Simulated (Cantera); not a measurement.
Charge: 1 mol CHF3, 1.3 mol HCl, 0.41 mol H2, at 0.00290 bar.

Cantera equilibrium calculation (NASA polynomials, part measured and part estimated; ideal gas, pure solids and liquids). Candidate condensed phases: C, C6H6, C7H8, C8H18; 135 gas species. Ions and electrons are included (thermal ionisation). Kinetics and transport are ignored.

Question: Which condensed phases are stable at each of these points (T (°C)): 2227, 2727, 3227, 3727, 4227, 4727?

Answer: 
| T (°C) | condensed phases | C condensed (%) |
|---|---|---|
| 2227 | C(graphite) | 99.4 |
| 2727 | gas only | 0.0 |
| 3227 | gas only | 0.0 |
| 3727 | gas only | 0.0 |
| 4227 | gas only | 0.0 |
| 4727 | gas only | 0.0 |

At 2227 °C the condensed part is C(graphite). From 2727 °C to 4727 °C nothing is condensed.
